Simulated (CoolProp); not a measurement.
Vapour pressure (bar) of decamethyltetrasiloxane (MD2M): the reference equation beside estimates from Tc = 326.2 °C, pc = 11.44 bar, ω = 0.635. Clausius-Clapeyron is anchored at 56.95 °C with a constant enthalpy of vaporisation of 55.34 kJ/mol.

Computed with CoolProp (reference Helmholtz-energy equation of state, Thol 2017).

```tsv
T (°C)	reference	Lee-Kesler	Clausius-Clapeyron	van der Waals	Soave-Redlich-Kwong
56.95	0.004904	0.005371	0.004904	[?]	0.005326
70.05	[?]	[?]	0.01059	0.7545	0.01111
83.05	0.02076	0.02167	0.02149	0.9400	0.02157
96.15	0.03873	[?]	0.04170	1.156	0.03966
109.15	0.06797	0.06910	0.07696	1.402	0.06893
122.25	0.1140	0.1150	0.1370	1.682	0.1148
135.25	0.1824	0.1830	0.2342	1.995	0.1830
148.35	0.2817	0.2816	0.3886	2.347	0.2820
161.35	0.4191	0.4180	[?]	2.734	0.4195
174.45	0.6066	0.6044	0.9759	3.164	0.6078
187.45	0.8524	0.8489	1.485	3.631	0.8559
200.55	1.172	1.168	2.214	4.144	1.181
213.55	1.575	1.569	3.223	4.696	1.591
226.55	2.075	2.070	4.600	5.293	[?]
239.65	2.695	2.691	6.465	[?]	2.744
```

Task: Some entries are withheld; supply them.

Result: 
- 56.95, van der Waals: 0.5949
- 70.05, reference: 0.01049
- 70.05, Lee-Kesler: 0.01118
- 96.15, Lee-Kesler: 0.03981
- 161.35, Clausius-Clapeyron: 0.6233
- 226.55, Soave-Redlich-Kwong: 2.105
- 239.65, van der Waals: 5.939

Absolute difference from the reference over all 15 rows, mean and median: Lee-Kesler 1.9 and 0.4 %, Clausius-Clapeyron 50.1 and 37.9 %, van der Waals 2235.2 and 733.2 %, Soave-Redlich-Kwong 1.9 and 1.0 %.
